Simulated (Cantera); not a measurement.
A closed system holds: 1 mol SiC, 0.073 mol H2O, 97 mol H2, 0.0012 mol O2, held at 13.0 Pa.

These are equilibrium values from Cantera (NASA tables, ideal gas, pure condensed phases), not measurements of a reactor. Candidate condensed phases: C, C6H6, C7H8, C8H18, H2O, Si, SiC, SiO2; 123 gas species. Equilibrium is a limit: real reactors are often held back by kinetics, nucleation or transport.

Question: What share of the Si ends up in condensed phases as a function of T (°C), at 950, 1000, 1050, 1100, 1150, 1200, 1250, 1300, 1350, 1400, 1450, 1500, 1550, 1600?

Answer: 
```
T (°C)  Si condensed (%)      as
------  ----------------  ------
950                 96.2  SiC(s)
1000                96.2  SiC(s)
1050                96.2  SiC(s)
1100                96.2  SiC(s)
1150                96.2  SiC(s)
1200                96.2  SiC(s)
1250                96.1  SiC(s)
1300                95.9  SiC(s)
1350                95.3  SiC(s)
1400                94.2  SiC(s)
1450                93.1  SiC(s)
1500                92.0  SiC(s)
1550                89.1  SiC(s)
1600                76.0  SiC(s)
```
